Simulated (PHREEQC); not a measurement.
PHREEQC input (ion-association model, wateq4f.dat):

```
SOLUTION_MASTER_SPECIES
  An  An-  0  An  62.0  # stands for a non-complexing anion
SOLUTION_SPECIES
  An- = An-
    -log_k 0
    -gamma 3.0 0
PHASES
  Fix_H+
    H+ = H+
    -log_k 0
SOLUTION 1
  temp 25
  units mmol/kgw
  pH 7 charge
  Cl 0.042
  Zn 0.021
  Na 1
  An 1
END
SELECTED_OUTPUT 1
  -reset false
  -pH true
  -pe true
  -ionic_strength true
  -water true
  -totals Cl Na Zn
  -molalities Hfo_wOH Hfo_wOH2+ Hfo_wO- Hfo_sOH Hfo_sOH2+ Hfo_sO- Hfo_sOZn+ Hfo_wOZn+
  -saturation_indices Zn(OH)2-e Zn5(OH)8Cl2 Halite
USER_PUNCH 1
  -headings sigma psi
  10 PUNCH EDL("sigma", "Hfo"), EDL("psi", "Hfo")
PRINT
  -reset false
USE solution 1
SURFACE 1
  Hfo_wOH 0.000155056 600 0.069
  Hfo_sOH 3.8764e-06
EQUILIBRIUM_PHASES 1
  Fix_H+ -3 HAn 10
    -force_equality true
  O2(g) -0.68 10
END
# ... the last block is repeated for the other 12 points of pH, with NaOH or the acid as the point needs
```

Selected output (columns that matter, 9 of 13 rows; pH added in front):

```
pH	mu	Na	Zn	m_Hfo_wOH	m_Hfo_wOH2+	m_Hfo_wO-	m_Hfo_sOH	m_Hfo_sOH2+	m_Hfo_sO-	si_Zn(OH)2-e	si_Zn5(OH)8Cl2	si_Halite	sigma	psi
3	0.0021668	0.001	2.1e-05	4.7613e-05	0.00010696	4.8556e-07	1.1903e-06	2.6739e-06	1.2139e-08	-10.265	-47.123	-9.0035	0.25436	0.23299
4	0.0011924	0.001	2.0999e-05	9.6977e-05	5.4096e-05	3.9827e-06	2.4237e-06	1.352e-06	9.9535e-08	-8.2439	-39.007	-8.9925	0.11972	0.20962
4.5	0.0011129	0.001	2.0991e-05	0.00010827	4.0093e-05	6.6974e-06	2.7003e-06	9.9998e-07	1.6704e-07	-7.2419	-34.996	-8.9914	0.079801	0.19057
5	0.0010842	0.001	2.0928e-05	0.0001143	3.1145e-05	9.6093e-06	2.8064e-06	7.6471e-07	2.3594e-07	-6.2425	-30.998	-8.991	0.051596	0.16887
6	0.0010615	0.001	1.8772e-05	0.00011848	2.1278e-05	1.5114e-05	1.4e-06	2.5143e-07	1.7858e-07	-4.2895	-23.233	-8.9906	0.019731	0.12042
7	0.0010511	0.0010179	1.0599e-05	0.00011335	1.3873e-05	2.1217e-05	6.7967e-08	8.3183e-09	1.2722e-08	-2.5417	-16.494	-8.9828	0.0071143	0.071121
7.5	0.0010445	0.0010342	3.2371e-06	0.00010543	9.8549e-06	2.5841e-05	3.0406e-08	2.8421e-09	7.4522e-09	-2.0698	-15.134	-8.9758	0.0041312	0.048468
8	0.0010431	0.0010414	5.2396e-07	0.00010182	8.4271e-06	2.818e-05	2.4632e-08	2.0388e-09	6.8176e-09	-1.9247	-15.409	-8.9727	0.0016735	0.022014
9	0.001053	0.0010536	6.2895e-08	0.00010037	7.726e-06	2.987e-05	2.3634e-08	1.8193e-09	7.0336e-09	-1.8752	-17.161	-8.9678	-0.0028241	-0.035278
```

The oxide is taken as insoluble; below pH 4 it would dissolve.
